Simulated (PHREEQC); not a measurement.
A solution holds 0.012 mol/kgw CuSO4, 0.00012 mol/kgw CsCl and 0.062 mol/kgw NaNO3, at 25 °C. Closed to the air; pH follows from the charge balance.

All values are PHREEQC results (ion-association model, wateq4f.dat), not measurements.

| Property | Value |
|---|---|
| pH | 4.86 |
| ionic strength | 0.0983 mol/kgw |

```json
[
 {"species": "NO3-", "molality": "0.0620", "activity": "0.0468", "log γ": "-0.122"},
 {"species": "Na+", "molality": "0.0610", "activity": "0.0478", "log γ": "-0.106"},
 {"species": "Cu+2", "molality": "0.00952", "activity": "0.00383", "log γ": "-0.395"},
 {"species": "SO4-2", "molality": "0.00856", "activity": "0.00321", "log γ": "-0.426"},
 {"species": "CuSO4", "molality": "0.00246", "activity": "0.00251", "log γ": "0.010"},
 {"species": "NaSO4-", "molality": "0.000975", "activity": "0.000769", "log γ": "-0.103"},
 {"species": "Cs+", "molality": "0.000120", "activity": "9.39e-5", "log γ": "-0.107"},
 {"species": "Cl-", "molality": "0.000119", "activity": "9.09e-5", "log γ": "-0.116"},
 {"species": "H+", "molality": "1.67e-5", "activity": "1.38e-5", "log γ": "-0.083"},
 {"species": "Cu2(OH)2+2", "molality": "8.94e-6", "activity": "3.35e-6", "log γ": "-0.427"},
 {"species": "HSO4-", "molality": "5.55e-6", "activity": "4.31e-6", "log γ": "-0.109"}
]
```

This is a speciation only: nothing precipitates in the calculation. Examples of supersaturated solids here: Antlerite, Brochantite. Others may be too. Complexes and solids missing from the database can't appear.
